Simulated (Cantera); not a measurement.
Charge: 1 mol Ta2O5, 0.37 mol H2, 0.039 mol H2O, equilibrated at 1723 K and 0.0133 bar.

Method: chemical equilibrium by Gibbs-energy minimisation in Cantera with the NASA 1993 tables (ideal gas, pure condensed phases). Candidate condensed phases: H2O, Ta, Ta2O5; 12 gas species. Rates play no part.

Base state: H2 0.903, H2O 0.0953, H 0.00150 (mole fractions); condensed: Ta2O5(s).

Problem. What changes in the equilibrium state with this change: Ta2O5 replaced by FeS2?

Solution. 
```csv
species,before,after
S2,0,0.528
H2,0.903,0.366
H2S,0,0.0436
H2O,0.0953,0.0401
SH,0,0.0154
Fe,0,0.000119
S,0,0.00244
SO,0,0.00199
SO2,0,0.000688
S2O,0,0.000265
"Ta2O5(s), mol",1.00,0
"FeS(l), mol",0,1.000
```
FeS: taken at fixed stoichiometry. Further candidate phases: Fe, FeO, Fe(OH)2, Fe(OH)3, FeS, FeSO4, FeS2, Fe2O3, Fe2(SO4)3, Fe3O4, H2SO4, S.
